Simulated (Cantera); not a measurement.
# Boron, boron nitride and boron oxide: BF₃ + H₂O + H₂

Input: 1 mol BF₃, 14 mol H₂O, 67 mol H₂, at 2027 °C and 1000 Pa.

Cantera equilibrium calculation (NASA polynomials, part measured and part estimated; ideal gas, pure solids and liquids). Candidate condensed phases: B, B₂O₃, B₃O₃H₃, H₂O; 43 gas species. Rates play no part.

* **x(H₂)**: 0.732
* **x(H₂O)**: 0.140
* **x(H)**: 0.0828
* **x(HF)**: 0.0311
* **x(HBO₂)**: 0.00672
* **x(BOF)**: 0.00347
* **x(OH)**: 0.00256
* **x(BO)**: 0.000611
* **x(HBO)**: 0.000481
* **gas amount**: 86.75 mol
* **log10 activity of B(s) (absent)**: -6.47
